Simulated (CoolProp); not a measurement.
Vapour-liquid equilibrium of R134a (1) + R124 (2) at 35.05 °C; x and y are mole fractions of (1).

The numbers come from the multi-fluid Helmholtz-energy mixture model, Tillner-Roth 1994 and de Vries 1995; pair parameters Bell 2016 in CoolProp.

| x | bubble pressure, mixture model (kPa) | bubble pressure, Raoult's law (kPa) | y, mixture model | y, Raoult's law |
|---|---|---|---|---|
| 0.05 | 539.2 | 534.7 | 0.084 | 0.083 |
| 0.15 | 583.7 | 571.9 | 0.232 | 0.233 |
| 0.25 | 626.3 | 609.1 | 0.357 | 0.365 |
| 0.35 | 666.8 | 646.4 | 0.467 | 0.481 |
| 0.45 | 705.5 | 683.6 | 0.565 | 0.585 |
| 0.55 | 742.3 | 720.8 | 0.654 | 0.678 |
| 0.65 | 777.4 | 758.0 | 0.736 | 0.762 |
| 0.75 | 811.0 | 795.2 | 0.814 | 0.838 |
| 0.85 | 843.0 | 832.4 | 0.889 | 0.907 |
| 0.95 | 873.5 | 869.6 | 0.963 | 0.970 |

The largest gap from Raoult's law is +3.2 % in bubble pressure, at x = 0.45. No azeotrope shows between x = 0.05 and 0.95.

The pair parameters rest on a limited set of measurements; away from them the model extrapolates.
